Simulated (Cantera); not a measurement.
Cantera run:

```python
import numpy as np
import cantera as ct

gas_names = """
    H HO2 H2 H2O H2O2 O OH O2 O3 Si SiH SiH2 SiH3 SiH4 SiO SiO2 Si2 Si3
""".split()
cond_names = """
    H2O(s) H2O(L) Si(cr) Si(L) SiO2(Lqz) SiO2(hqz) SiO2(L)
""".split()


def load(file, names, dense=False):
    # The tables refer to 1 bar. Condensed volumes are neglected.
    table = {s.name: s for s in ct.Species.list_from_file(file)}
    out = []
    for n in names:
        d = dict(table[n].input_data)
        d["thermo"] = dict(d["thermo"], **{"reference-pressure": 1e5})
        if dense:
            d["equation-of-state"] = {"model": "constant-volume", "density": "1e6 g/cm^3"}
        out.append(ct.Species.from_dict(d))
    return out


gas = ct.Solution(thermo="ideal-gas", species=load("nasa_gas.yaml", gas_names))
cond = {s.name: ct.Solution(thermo="fixed-stoichiometry", species=[s], name=s.name)
        for s in load("nasa_condensed.yaml", cond_names, dense=True)}
atoms = {
    'SiO2': {'Si': 1, 'O': 2},
    'H2': {'H': 2},
}
top_T = {}  # K; cautious upper limits of use, not melting points


def equilibrate(T, P, feed):
    n = {}
    for name, mol in feed.items():
        for a, k in atoms[name].items():
            n[a] = n.get(a, 0.0) + k * mol
    gas.TPX = T, P, n
    mass = sum(n.values()) * gas.mean_molecular_weight
    gas.equilibrate("TP")
    valid = [c for c in cond.values() if c.min_temp <= T <= top_T.get(c.name, c.max_temp)]
    mix = ct.Mixture([(gas, mass / gas.mean_molecular_weight)] + [(c, 0.0) for c in valid])
    mix.T, mix.P = T, P
    mix.equilibrate("TP", solver="vcs", rtol=1e-11, max_steps=5000)
    return mix


results = []
feed = {'SiO2': 1, 'H2': 1.6}  # mol
T = 1875  # K
P = 47000  # Pa
mix = equilibrate(T, P, feed)
results.append((T, P, feed, dict(zip(mix.species_names, mix.species_moles))))
x = sorted(zip(gas.X, gas.species_names), reverse=True)
print(f"T = {T:g} K  P = {P:g} Pa  gas = {mix.phase_moles(0):.4g} mol")
print("   x: " + "  ".join(f"{s} {v:.3e}" for v, s in x if v > 1e-05))
print("   condensed (mol): " + ("  ".join(f"{mix.phase(i).name} {mix.phase_moles(i):.4g}"
      for i in range(1, mix.n_phases) if mix.phase_moles(i) > 1e-12) or "none"))
```

It prints:

```
T = 1875 K  P = 47000 Pa  gas = 1.608 mol
   x: H2 9.904e-01  SiO 4.333e-03  H2O 4.333e-03  H 9.515e-04
   condensed (mol): SiO2(L) 0.993
```

Equilibrium computed with Cantera from the NASA thermochemical tables; the gas is ideal and each condensed phase is pure. The tables hold silica as quartz up to 1696 K and as liquid above; real silica turns to tridymite and cristobalite and melts near 1996 K.
